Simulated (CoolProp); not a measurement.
A simple Rankine cycle with trans-2-butene: condensing at 290.15 K, boiler at 2.64 MPa, turbine inlet 405.4 K, turbine efficiency 0.8, pump efficiency 0.6, no recuperator. Each further row changes one setting.

The numbers come from the reference Helmholtz-energy equation of state, Lemmon 2005 in CoolProp. It is a short technical equation, of lower accuracy than the large ones.

```csv
case,thermal efficiency (%),net work (kJ/kg),heat in (kJ/kg),turbine exit temperature (K),volume ratio over the turbine
as stated,16.4,83.8,510,(withheld),17.7
turbine inlet 425.4 K,16.8,(withheld),568,339.2,16.0
condensing temperature 282.15 K,17.6,(withheld),528,305.2,(withheld)
boiler pressure 1.85 MPa,15.3,(withheld),548,334.3,(withheld)
turbine efficiency 0.7,14.2,(withheld),510,318.6,18.2
```

Problem. Some entries are withheld; supply them.

Solution. 
- as stated, turbine exit temperature (K): 311.9
- turbine inlet 425.4 K, net work (kJ/kg): 95.5
- condensing temperature 282.15 K, net work (kJ/kg): 92.9
- condensing temperature 282.15 K, volume ratio over the turbine: 23.1
- boiler pressure 1.85 MPa, net work (kJ/kg): 83.6
- boiler pressure 1.85 MPa, volume ratio over the turbine: 10.6
- turbine efficiency 0.7, net work (kJ/kg): 72.5
